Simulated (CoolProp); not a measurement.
Vapour-liquid equilibrium of p-xylene (1) + n-undecane (2) at 6.95 kPa; x and y are mole fractions of (1).

Values from CoolProp's multi-fluid Helmholtz-energy mixture model, Zhou 2012 and Aleksandrov 2011; pair parameters Bell 2016.

Question: Give the bubble temperature and the first vapour's composition at x = 0.35, 0.5, 0.8. Is there an azeotrope?

Answer: x = 0.35: 354.8 K, y = 0.822; x = 0.5: 347.8 K, y = 0.904; x = 0.8: 338.1 K, y = 0.977. No azeotrope shows between x = 0.05 and 0.95.

Pair parameters are fitted to limited data, so mixtures are less certain than the pure fluids.
